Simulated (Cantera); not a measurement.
Charge: 1 mol SiO2, 1.2 mol MgCl2, 0.22 mol O2, at 1000 K and 31.5 Torr.

Cantera equilibrium calculation (NASA polynomials, part measured and part estimated; ideal gas, pure solids and liquids). Candidate condensed phases: Mg, MgCl2, MgO, MgSiO3, Mg2SiO4, Si, SiO2; 20 gas species. Condensed phases not in the tables: alloys, solid solutions and most ternary compounds. The numbers say what is thermodynamically allowed, not how fast it happens.

Base state: Cl2 0.994, MgCl2 0.00453, Cl 0.00189, SiCl4 4.71e-5 (mole fractions); condensed: MgCl2(l) + MgSiO3(s) + SiO2(β-quartz).

Q: What changes in the equilibrium state with this change: temperature from 1000 K to 1348.15 K?

A: 
| species | before | after |
|---|---|---|
| MgCl2 | 0.00453 | 0.616 |
| Cl2 | 0.994 | 0.331 |
| Cl | 0.00189 | 0.0527 |
| SiCl4 | 4.71e-5 | 0.000539 |
| O2 | 8.10e-7 | 1.60e-5 |
| MgCl2(l), mol | 0.758 | 0 |
| MgSiO3(s), mol | 0.440 | 0.441 |
| SiO2(β-quartz), mol | 0.560 | 0.558 |
Mutual solubility and eutectic melting of coexisting phases are not modelled. The tables hold silica as quartz up to 1696 K and as liquid above; real silica turns to tridymite and cristobalite and melts near 1996 K.
